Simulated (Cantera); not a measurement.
Input (Python, Cantera) and output of one run.

```python
import numpy as np
import cantera as ct

gas_names = """
    CL CLF CLF3 CL2 F F2 H HCL HF H2 H2F2 H3F3 H4F4 H5F5 H6F6 H7F7 N NF NF2 NF3 NH NH2 NH3 N2 N2H2 N2H4
    Si SiCL SiCL2 SiCL3 SiCL4 SiF SiF2 SiF3 SiF4 SiH SiHCL3 SiHF3 SiH2 SiH2CL2 SiH2F2 SiH3 SiH3CL SiH3F
    SiH4 SiN Si2 Si2N Si3
""".split()
cond_names = """
    NH4CL(a) NH4CL(b) Si(cr) Si(L) Si3N4(a)
""".split()


def load(file, names, dense=False):
    # The tables refer to 1 bar. Condensed volumes are neglected.
    table = {s.name: s for s in ct.Species.list_from_file(file)}
    out = []
    for n in names:
        d = dict(table[n].input_data)
        d["thermo"] = dict(d["thermo"], **{"reference-pressure": 1e5})
        if dense:
            d["equation-of-state"] = {"model": "constant-volume", "density": "1e6 g/cm^3"}
        out.append(ct.Species.from_dict(d))
    return out


gas = ct.Solution(thermo="ideal-gas", species=load("nasa_gas.yaml", gas_names))
cond = {s.name: ct.Solution(thermo="fixed-stoichiometry", species=[s], name=s.name)
        for s in load("nasa_condensed.yaml", cond_names, dense=True)}
atoms = {
    'Si3N4': {'Si': 3, 'N': 4},
    'NF3': {'N': 1, 'F': 3},
    'N2': {'N': 2},
    'HCl': {'H': 1, 'CL': 1},
}
top_T = {'Si3N4(a)': 2400}  # K; cautious upper limits of use, not melting points


def equilibrate(T, P, feed):
    n = {}
    for name, mol in feed.items():
        for a, k in atoms[name].items():
            n[a] = n.get(a, 0.0) + k * mol
    gas.TPX = T, P, n
    mass = sum(n.values()) * gas.mean_molecular_weight
    gas.equilibrate("TP")
    valid = [c for c in cond.values() if c.min_temp <= T <= top_T.get(c.name, c.max_temp)]
    mix = ct.Mixture([(gas, mass / gas.mean_molecular_weight)] + [(c, 0.0) for c in valid])
    mix.T, mix.P = T, P
    mix.equilibrate("TP", solver="vcs", rtol=1e-11, max_steps=5000)
    return mix


results = []
feed = {'Si3N4': 1, 'NF3': 0.89, 'N2': 1.6, 'HCl': 1.2}  # mol
T = 1250  # K
P = 133.322  # Pa
mix = equilibrate(T, P, feed)
results.append((T, P, feed, dict(zip(mix.species_names, mix.species_moles))))
x = sorted(zip(gas.X, gas.species_names), reverse=True)
print(f"T = {T:g} K  P = {P:g} Pa  gas = {mix.phase_moles(0):.4g} mol")
print("   x: " + "  ".join(f"{s} {v:.3e}" for v, s in x if v > 0.001))
print("   condensed (mol): " + ("  ".join(f"{mix.phase(i).name} {mix.phase_moles(i):.4g}"
      for i in range(1, mix.n_phases) if mix.phase_moles(i) > 1e-12) or "none"))
```

Result:

```
T = 1250 K  P = 133.322 Pa  gas = 4.363 mol
   x: N2 5.882e-01  HCL 1.890e-01  SiF4 1.497e-01  H2 4.215e-02  SiCL4 1.549e-02  SiCL2 6.309e-03  SiCL3 3.695e-03  SiF3 3.604e-03  HF 1.361e-03
   condensed (mol): Si3N4(a) 0.7393
```

Cantera equilibrium calculation (NASA polynomials, part measured and part estimated; ideal gas, pure solids and liquids). The tables' values for SiCl3, SiF3, SiF2 are old estimates; treat these amounts as uncertain.
